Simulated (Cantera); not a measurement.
A perfectly stirred reactor is fed with 0.963 % CH2O, 2.70 % O2, 96.3 % N2, equivalence ratio 0.36, at 0.612 atm; it is held at 998 K, and followed from long to short residence time.

Detailed kinetics in Cantera: GRI-Mech 3.0 (53 species, 325 reactions).

One state of this run: x CH2O = 0.00285; x O2 = 0.0234; x CH2 = <1e-12; x H = 8.88e-8; x N2O = 5.23e-10. x: mole fraction; the columns are a selection and need not sum to one.

### Question
Which value of τ (s) does it belong to?
(A) 0.0088
(B) 0.023
(C) 0.057
(D) 0.37

### Answer
C, 0.057
